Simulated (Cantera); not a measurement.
Cantera run:

```python
import numpy as np
import cantera as ct

gas_names = [...]  # 110 gases of nasa_gas.yaml made of C, H, O
cond_names = """
    C(gr) C6H6(L) C7H8(L) C8H18(L),n-octa H2O(s) H2O(L)
""".split()


# ... load() reads the species with a 1 bar reference pressure and builds the phases ...
atoms = {
    'C': {'C': 1},
    'H2O': {'H': 2, 'O': 1},
    'H2': {'H': 2},
}
top_T = {'C(gr)': 4500}  # K; cautious upper limits of use, not melting points


# ... equilibrate(T, P, feed) seeds the gas with the atoms and calls Mixture.equilibrate('TP', solver="vcs", rtol=1e-11, max_steps=5000) ...
results = []
feed = {'C': 1, 'H2O': 2.2, 'H2': 1.2}  # mol
P = 160  # Pa
for T in [1300, 1375, 1450, 1525, 1600, 1675, 1750, 1825, 1900, 1975, 2050, 2125]:
    mix = equilibrate(T, P, feed)
    results.append((T, P, feed, dict(zip(mix.species_names, mix.species_moles))))
    x = sorted(zip(gas.X, gas.species_names), reverse=True)
    print(f"T = {T:g} K  P = {P:g} Pa  gas = {mix.phase_moles(0):.4g} mol")
    print("   x: " + "  ".join(f"{s} {v:.3e}" for v, s in x if v > 0.001))
    print("   condensed (mol): " + ("  ".join(f"{mix.phase(i).name} {mix.phase_moles(i):.4g}"
          for i in range(1, mix.n_phases) if mix.phase_moles(i) > 1e-12) or "none"))
```

It prints:

```
T = 1300 K  P = 160 Pa  gas = 4.4 mol
   x: H2 5.438e-01  H2O 2.289e-01  CO 1.835e-01  CO2 4.381e-02
   condensed (mol): none
T = 1375 K  P = 160 Pa  gas = 4.4 mol
   x: H2 5.393e-01  H2O 2.334e-01  CO 1.879e-01  CO2 3.933e-02
   condensed (mol): none
T = 1450 K  P = 160 Pa  gas = 4.4 mol
   x: H2 5.355e-01  H2O 2.370e-01  CO 1.916e-01  CO2 3.565e-02
   condensed (mol): none
T = 1525 K  P = 160 Pa  gas = 4.401 mol
   x: H2 5.323e-01  H2O 2.401e-01  CO 1.946e-01  CO2 3.260e-02
   condensed (mol): none
T = 1600 K  P = 160 Pa  gas = 4.402 mol
   x: H2 5.293e-01  H2O 2.425e-01  CO 1.971e-01  CO2 3.005e-02
   condensed (mol): none
T = 1675 K  P = 160 Pa  gas = 4.405 mol
   x: H2 5.263e-01  H2O 2.445e-01  CO 1.991e-01  CO2 2.790e-02  H 2.106e-03
   condensed (mol): none
T = 1750 K  P = 160 Pa  gas = 4.41 mol
   x: H2 5.230e-01  H2O 2.459e-01  CO 2.007e-01  CO2 2.607e-02  H 4.205e-03
   condensed (mol): none
T = 1825 K  P = 160 Pa  gas = 4.418 mol
   x: H2 5.186e-01  H2O 2.468e-01  CO 2.018e-01  CO2 2.451e-02  H 7.929e-03
   condensed (mol): none
T = 1900 K  P = 160 Pa  gas = 4.433 mol
   x: H2 5.127e-01  H2O 2.470e-01  CO 2.024e-01  CO2 2.317e-02  H 1.420e-02
   condensed (mol): none
T = 1975 K  P = 160 Pa  gas = 4.457 mol
   x: H2 5.041e-01  H2O 2.461e-01  CO 2.024e-01  H 2.429e-02  CO2 2.199e-02  OH 1.130e-03
   condensed (mol): none
T = 2050 K  P = 160 Pa  gas = 4.495 mol
   x: H2 4.918e-01  H2O 2.437e-01  CO 2.015e-01  H 3.977e-02  CO2 2.096e-02  OH 2.154e-03
   condensed (mol): none
T = 2125 K  P = 160 Pa  gas = 4.553 mol
   x: H2 4.744e-01  H2O 2.391e-01  CO 1.996e-01  H 6.253e-02  CO2 2.001e-02  OH 3.910e-03
   condensed (mol): none
```

Cantera equilibrium calculation (NASA polynomials, part measured and part estimated; ideal gas, pure solids and liquids).
